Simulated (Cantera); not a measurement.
Feed: 1 mol MgCO3, 0.41 mol SO3, 0.51 mol O2, 0.13 mol SO2, equilibrated at 725 °C and 0.190 bar.

Method: chemical equilibrium by Gibbs-energy minimisation in Cantera with the NASA 1993 tables (ideal gas, pure condensed phases). Candidate condensed phases: C, Mg, MgCO3, MgO, MgS, MgSO4, S; 26 gas species. Equilibrium is a limit: real reactors are often held back by kinetics, nucleation or transport.

Base state: CO2 0.692, O2 0.308, SO2 5.61e-5, SO3 2.51e-5 (mole fractions); condensed: MgO(s) + MgSO4(s).

Task: What changes in the equilibrium state with this change: temperature from 725 °C to 1150 °C?

Result: 
```csv
species,before,after
CO2,0.692,0.444
O2,0.308,0.316
SO2,5.61e-5,0.237
SO3,2.51e-5,0.00328
"MgO(s), mol",0.460,1.00
"MgSO4(s), mol",0.540,0
```
